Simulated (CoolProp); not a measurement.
The fluid at 428.11 K and 0.564 MPa expands adiabatically to 0.0412 MPa with isentropic efficiency 1. The same conditions are run with several fluids, on thermodynamics alone (safety and materials aside).

Model: reference Helmholtz-energy equation of state of each fluid (ethanol: Schroeder 2014; R124: de Vries 1995; R13: Platzer 1990; CH2F2 (R32): Tillner-Roth 1997; isobutane: Bücker 2006), in CoolProp. The equations of Platzer and Polt are older, rougher fits.

```csv
fluid,work (kJ/kg),final temperature (K),final phase,final density (kg/m³)
ethanol,___,330.4,"two-phase, vapour fraction 0.972",___
R124,___,352.4,gas,___
R13,___,___,gas,___
CH2F2 (R32),142,266.7,gas,0.974
isobutane,___,355.9,gas,0.814
```

Task: What belongs in the gaps?

Result: 
- ethanol, work (kJ/kg): 168
- ethanol, final density (kg/m³): 0.723
- R124, work (kJ/kg): 60.9
- R124, final density (kg/m³): 1.93
- R13, work (kJ/kg): 76.9
- R13, final temperature (K): 318.8
- R13, final density (kg/m³): 1.63
- isobutane, work (kJ/kg): 144
